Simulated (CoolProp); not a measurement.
Sulfur dioxide at several states: Z from the reference equation and from simpler models built on Tc = 430.6 K, pc = 7.887 MPa, ω = 0.256; each cubic takes its own stable root.

Values from CoolProp's reference Helmholtz-energy equation of state, Gao 2016.

| T (K) | p (MPa) | phase | reference |
|---|---|---|---|
| 279.6 | 5.94 | liquid | 0.1146 |
| 519 | 1.18 | gas | 0.9731 |
| 281.6 | 0.599 | liquid | 0.01160 |
| 230.9 | 0.0697 | liquid | 0.001506 |
| 492.5 | 0.0166 | gas | 0.9995 |

Problem. How far does each simpler model (van der Waals, Redlich-Kwong, Soave-Redlich-Kwong) lie from the reference over these 5 states: mean and median of the absolute difference, and the worst?

Solution. 
- van der Waals: mean 14720.8 %, median 66.9 %, worst +65570.7 % at 230.9 K and 0.0697 MPa
- Redlich-Kwong: mean 9.2 %, median 15.0 %, worst +15.5 % at 281.6 K and 0.599 MPa
- Soave-Redlich-Kwong: mean 7.0 %, median 11.3 %, worst +12.4 % at 230.9 K and 0.0697 MPa

At some of these states van der Waals gives the other phase, because its saturation line lies elsewhere.
